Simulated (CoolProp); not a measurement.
Saturated liquid density (kg/m³) of chlorine: the reference equation beside estimates from Tc = 416.9 K, pc = 76.42 bar, ω = 0.070. Rackett uses Z = 0.29056 − 0.08775 ω.

Computed with CoolProp (reference Helmholtz-energy equation of state, Thol 2021).

```tsv
T (K)	reference	Rackett	van der Waals	Redlich-Kwong	Soave-Redlich-Kwong	Peng-Robinson
229.1	1591	1496	995.7	1473	1467	1654
233.7	1579	1485	988.9	(withheld)	1456	1643
238.2	1566	1475	982.1	1450	1446	1631
242.8	1554	1464	975.1	1438	1434	1619
247.3	1541	1453	968.1	1426	1423	1607
251.9	1528	1442	960.9	1414	1411	1594
256.4	1516	1432	953.7	1401	1400	1581
260.9	1503	1421	946.4	1389	1388	1568
265.5	1490	1409	938.8	1375	1375	1554
270	1477	1398	931.2	1362	1363	1541
274.6	1464	1386	923.3	1348	1349	1526
279.1	1450	1374	915.4	1335	1336	1512
283.7	1437	1362	907.2	1320	1322	1497
288.2	1423	1350	899.1	1306	1309	1481
292.7	1410	1338	890.7	(withheld)	1294	(withheld)
```

### Question
Some entries are withheld; supply them.

### Answer

- 233.7, Redlich-Kwong: 1462
- 292.7, Redlich-Kwong: 1291
- 292.7, Peng-Robinson: 1466

Absolute difference from the reference over all 15 rows, mean and median: Rackett 5.5 and 5.5 %, van der Waals 37.1 and 37.0 %, Redlich-Kwong 7.7 and 7.6 %, Soave-Redlich-Kwong 7.8 and 7.7 %, Peng-Robinson 4.2 and 4.2 %.
